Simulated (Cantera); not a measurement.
Feed: 1 mol Fe(CO)5, 0.062 mol CO, 3.7 mol N2, at 0.100 bar.

Points: T (K) = 1100, 1125, 1150, 1175, 1200, 1225, 1250, 1275, 1300, 1325, 1350, 1375, 1400.

Cantera's Mixture.equilibrate('TP', solver="vcs", rtol=1e-11, max_steps=5000) on the NASA tables stopped like this:

```
1  N2 4.231e-01  CO2 1.933e-03
   condensed (mol): C(gr) 0.0169  Fe(a) 1
T = 1150 K  P = 10000 Pa  gas = 8.751 mol
   x: CO 5.759e-01  N2 4.228e-01  CO2 1.308e-03
   condensed (mol): C(gr) 0.01145  Fe(a) 1
T = 1175 K  P = 10000 Pa  gas = 8.754 mol
   x: CO 5.764e-01  N2 4.227e-01  CO2 9.000e-04
   condensed (mol): C(gr) 0.007879  Fe(a) 1
T = 1200 K  P = 10000 Pa  gas = 8.756 mol
   x: CO 5.768e-01  N2 4.225e-01  CO2 6.288e-04
   condensed (mol): C(gr) 0.005506  Fe(c) 1
T = 1225 K  P = 10000 Pa  gas = 8.758 mol
   x: CO 5.771e-01  N2 4.225e-01  CO2 4.459e-04
   condensed (mol): C(gr) 0.003906  Fe(c) 1

*******************************************************************************
CanteraError thrown by VCS_SOLVE::solve_tp_inner:
vcs_solve_TP: ERROR on step change wt[27:Fe2O3(s)]: -1.3877787807814457e-17 < 0.0
*******************************************************************************
```

Task: What got this run through?

Result: This is not unique; one that fits is The failure is numerical, not chemical. The same input converged with solver="gibbs", rtol=1e-10, max_steps=50000, and the result passed a check of the equilibrium conditions:
```
T = 1100 K  P = 10000 Pa  gas = 8.737 mol
   x: CO 5.736e-01  N2 4.235e-01  CO2 2.904e-03
   condensed (mol): C(gr) 0.02537  Fe(a) 1
T = 1125 K  P = 10000 Pa  gas = 8.745 mol
   x: CO 5.750e-01  N2 4.231e-01  CO2 1.933e-03
   condensed (mol): C(gr) 0.0169  Fe(a) 1
T = 1150 K  P = 10000 Pa  gas = 8.751 mol
   x: CO 5.759e-01  N2 4.228e-01  CO2 1.308e-03
   condensed (mol): C(gr) 0.01145  Fe(a) 1
T = 1175 K  P = 10000 Pa  gas = 8.754 mol
   x: CO 5.764e-01  N2 4.227e-01  CO2 9.000e-04
   condensed (mol): C(gr) 0.007879  Fe(a) 1
T = 1200 K  P = 10000 Pa  gas = 8.756 mol
   x: CO 5.768e-01  N2 4.225e-01  CO2 6.288e-04
   condensed (mol): C(gr) 0.005506  Fe(c) 1
T = 1225 K  P = 10000 Pa  gas = 8.758 mol
   x: CO 5.771e-01  N2 4.225e-01  CO2 4.459e-04
   condensed (mol): C(gr) 0.003906  Fe(c) 1
T = 1250 K  P = 10000 Pa  gas = 8.759 mol
   x: CO 5.773e-01  N2 4.224e-01  CO2 3.207e-04
   condensed (mol): C(gr) 0.002809  Fe(c) 1
T = 1275 K  P = 10000 Pa  gas = 8.76 mol
   x: CO 5.774e-01  N2 4.224e-01  CO2 2.337e-04
   condensed (mol): C(gr) 0.002047  Fe(c) 1
T = 1300 K  P = 10000 Pa  gas = 8.76 mol
   x: CO 5.775e-01  N2 4.224e-01  CO2 1.725e-04
   condensed (mol): C(gr) 0.001511  Fe(c) 1
T = 1325 K  P = 10000 Pa  gas = 8.761 mol
   x: CO 5.775e-01  N2 4.223e-01  CO2 1.288e-04
   condensed (mol): C(gr) 0.001128  Fe(c) 1
T = 1350 K  P = 10000 Pa  gas = 8.761 mol
   x: CO 5.776e-01  N2 4.223e-01
   condensed (mol): C(gr) 0.0008522  Fe(c) 1
T = 1375 K  P = 10000 Pa  gas = 8.761 mol
   x: CO 5.776e-01  N2 4.223e-01
   condensed (mol): C(gr) 0.0006505  Fe(c) 1
T = 1400 K  P = 10000 Pa  gas = 8.761 mol
   x: CO 5.776e-01  N2 4.223e-01
   condensed (mol): C(gr) 0.0005016  Fe(c) 1
```

The gas is ideal and each condensed phase is pure. Condensed phases not in the tables: cementite and carbon dissolved in iron.
